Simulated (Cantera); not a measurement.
A closed system holds: 1 mol SiCl4, 5 mol N2, at 1300 K and 1.33 mbar.

Cantera equilibrium calculation (NASA polynomials, part measured and part estimated; ideal gas, pure solids and liquids). Candidate condensed phases: Si, Si3N4; 13 gas species. The tables' values for SiCl3 are old estimates; treat these amounts as uncertain. Rates play no part.

Base state: N2 0.832, SiCl4 0.165, Cl 0.00137, SiCl3 0.00128, SiCl2 5.91e-5, Cl2 1.62e-5 (mole fractions); condensed: gas only.

Problem. What changes in the equilibrium state with this change: SiCl4 replaced by Si3H8?

Solution. 
```tsv
species	before	after
H2	0	0.571
N2	0.832	0.429
H	0	2.29e-5
SiCl4	0.165	0
Cl	0.00137	0
SiCl3	0.00128	0
SiCl2	5.91e-5	0
Si3N4(s), mol	0	1.00
```
The feed counts by its element totals alone. N2 is the only nitrogen source here; it is nearly inert below about 1500 K, so the nitride shown seldom forms there in practice.
